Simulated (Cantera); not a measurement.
Feed: 1 mol CH3Cl, 0.21 mol Si, 2.8 mol H2, equilibrated at 0.100 bar.

Equilibrium computed with Cantera from the NASA thermochemical tables; the gas is ideal and each condensed phase is pure. Candidate condensed phases: C, C6H6, C7H8, C8H18, Si, SiC; 109 gas species. Gases not in the tables: Si2H6 and higher silanes. Rates play no part.

Problem. Which condensed phases are stable at each of these points (T (°C)): 1702, 1802, 1902, 2002, 2102, 2202, 2302, 2402, 2502, 2602?

Solution. 
```
T (°C)      condensed phases  Si condensed (%)
------  --------------------  ----------------
1702    C(graphite) + SiC(s)              86.1
1802    C(graphite) + SiC(s)              82.6
1902    C(graphite) + SiC(s)              78.3
2002    C(graphite) + SiC(s)              71.8
2102    C(graphite) + SiC(s)              59.5
2202    C(graphite) + SiC(s)              30.4
2302             C(graphite)               0.0
2402             C(graphite)               0.0
2502             C(graphite)               0.0
2602             C(graphite)               0.0
```

From 1702 °C to 2202 °C the condensed part is C(graphite) + SiC(s). From 2302 °C to 2602 °C the condensed part is C(graphite).
